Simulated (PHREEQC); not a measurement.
Dissolve 0.13 mol/kgw H2SO4 and 0.022 mol/kgw ZnSO4 at 25 °C. Closed to the air; pH follows from the charge balance.

The numbers come from PHREEQC with the ion-association model, phreeqc.dat.

This is a speciation only: nothing precipitates in the calculation.

### Question
Estimate the pH, ionic strength.

### Answer
pH 0.94; ionic strength 0.214 mol/kgw.

### Question
In which forms is S present?

### Answer
HSO4- 76 %, SO4-2 18 %, ZnSO4 4.5 %, Zn(SO4)2-2 1.9 % of the S.

Complexes and solids missing from the database can't appear.
